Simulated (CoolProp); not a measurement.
CHF3 (R23) at several states: Z from the reference equation and from simpler models built on Tc = 26.1 °C, pc = 4832 kPa, ω = 0.263; each cubic takes its own stable root.

Computed with CoolProp (reference Helmholtz-energy equation of state, Penoncello 2003).

| T (°C) | p (kPa) | phase | reference |
|---|---|---|---|
| 151.45 | 645 | gas | 0.9866 |
| -2.45 | 1120 | gas | 0.8682 |
| -42.55 | 21100 | liquid | 0.5669 |
| -48.85 | 26700 | liquid | 0.7181 |
| -102.05 | 379 | liquid | 0.01227 |
| 141.55 | 1680 | gas | 0.9617 |

Q: How far does each simpler model (van der Waals, Redlich-Kwong, Soave-Redlich-Kwong) lie from the reference over these 6 states: mean and median of the absolute difference, and the worst?

A: 
- van der Waals: mean 34.9 %, median 33.6 %, worst +78.0 % at -102.05 °C and 379 kPa
- Redlich-Kwong: mean 9.8 %, median 9.7 %, worst +20.5 % at -102.05 °C and 379 kPa
- Soave-Redlich-Kwong: mean 8.2 %, median 8.2 %, worst +17.1 % at -102.05 °C and 379 kPa
